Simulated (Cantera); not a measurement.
Source: NASA polynomial tables (part measured, part estimated), evaluated in Cantera. Values are per mole of reaction as written; species without (g) are pure solids or liquids, kept so even where they would boil at 1 bar.

Task: Between 300 and 2975 K, where is each reaction favourable under standard conditions?
- 2 NbO2 + N2O(g) → N2(g) + Nb2O5

Result: 
- 2 NbO2 + N2O(g) → N2(g) + Nb2O5: ΔG° is -391 kJ at 300 K and -376 kJ at 2975 K; it stays negative (K > 1). ΔH° is -450 kJ and ΔS° -25 J/K at 2975 K.
